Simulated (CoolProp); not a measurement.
Vapour-liquid equilibrium of fluoroethane (R161) (1) + R1234yf (2) at 0.155 bar; x and y are mole fractions of (1).

Model: multi-fluid Helmholtz-energy mixture model, Wu 2012 and Lemmon 2022; pair parameters Bell 2016, in CoolProp.

Give the bubble temperature and the first vapour's composition at x = 0.125, 0.35, 0.65. Is there an azeotrope?

x = 0.125: -66.4 °C, y = 0.202; x = 0.35: -68.5 °C, y = 0.473; x = 0.65: -70.4 °C, y = 0.732. No azeotrope shows between x = 0.05 and 0.95.

The pair parameters rest on a limited set of measurements; away from them the model extrapolates.
